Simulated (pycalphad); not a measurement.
Computed with pycalphad from the COST 507 light-alloy database (1999), at 1 atm. The data set is of 1999 and partly superseded. Amounts are mole fractions of atoms.

Q: Give the equilibrium state of Mg-8.04Al-6.34Si (at.%) at 577 °C.

A: LIQUID, fraction 0.665, with 11.3 Al, 0.87 Si at.%; MG2SI, fraction 0.173, with no Al, 33.3 Si at.%; HCP_A3, fraction 0.162, with 3.2 Al, <0.01 Si at.%.

Q: Give the equilibrium state of Mg-8.04Al-6.34Si (at.%) at 377 °C.

A: HCP_A3, fraction 0.785, with 9.0 Al, <0.01 Si at.%; MG2SI, fraction 0.190, with no Al, 33.3 Si at.%; ALMG_GAMMA, fraction 0.025, with 40.5 Al, no Si at.%.

Database names, with the compositions (at.%) that they take in these runs: MG2SI: Mg 67 Si 33; ALMG_GAMMA: Mg 59 Al 40. HCP_A3 is hcp. An entry "none" or "no" means that the model of the phase leaves that element out.
